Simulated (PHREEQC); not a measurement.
# Alkaline etch or developer

Solution (45 °C): 0.01 mol/kgw NH3, 0.0082 mol/kgw NaAlO2 and 0.018 mol/kgw (CH3)4NCl. Closed to the air; pH follows from the charge balance.

Computed with PHREEQC (ion-association model, phreeqc.dat).

```
Quantity                   Value
----------------  --------------
pH                         10.03
ionic strength    0.0267 mol/kgw
total alkalinity     42.8 meq/kg
```

| species | molality | activity | log γ |
|---|---|---|---|
| Cl- | 0.0180 | 0.0153 | -0.072 |
| (CH3)4N+ | 0.0180 | 0.0153 | -0.071 |
| NH3 | 0.00950 | 0.00955 | 0.003 |
| Al(OH)4- | 0.00820 | 0.00699 | -0.070 |
| Na+ | 0.00820 | 0.00700 | -0.069 |
| OH- | 0.000504 | 0.000427 | -0.073 |
| NH4+ | 0.000504 | 0.000423 | -0.076 |
| Al(OH)3 | 2.39e-7 | 2.41e-7 | 0.003 |

No solid was allowed to form. Examples of supersaturated solids here: Gibbsite (slow to form). Others may be too. Species that the database lacks are ignored. (CH3)4N+ isn't in the database: it is added as a free cation with an ion size of 4 Å. Away from 25 °C the constants follow the database's enthalpies or fits; those with neither stay at their 25 °C values.
